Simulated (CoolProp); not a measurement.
The numbers come from the reference Helmholtz-energy equation of state, Thol 2016 in CoolProp.

Problem. For hexamethyldisiloxane (MM), give the phase and the cp (kJ/(kg K)), cv (kJ/(kg K)) at 551.6 K and 0.0951 MPa.

Solution. 
- 551.6 K and 0.0951 MPa: gas; cp 2.13, cv 2.08
